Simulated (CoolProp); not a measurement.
Carbon dioxide along the isotherm 446.6 K: fugacity coefficient from the reference equation and from simpler models built on Tc = 304.1 K, pc = 7377 kPa, ω = 0.224; each cubic takes its own stable root.

The numbers come from the reference Helmholtz-energy equation of state, Span 1996 in CoolProp.

```
p (kPa)          phase  reference  Redlich-Kwong  Peng-Robinson
-------  -------------  ---------  -------------  -------------
3070               gas     0.9644         0.9576         0.9599
6150               gas     0.9306         0.9175         0.9229
9220     supercritical     0.8989         0.8801         0.8894
12300    supercritical     0.8692         0.8452         0.8590
15400    supercritical     0.8415         0.8132         0.8317
18400    supercritical     0.8171         0.7852         0.8083
21500    supercritical     0.7944         0.7597         0.7870
24600    supercritical     0.7743         0.7375         0.7687
27700    supercritical     0.7569         0.7185         0.7529
30700    supercritical     0.7423         0.7030         0.7399
33800    supercritical     0.7297         0.6896         0.7286
36900    supercritical     0.7191         0.6785         0.7192
```
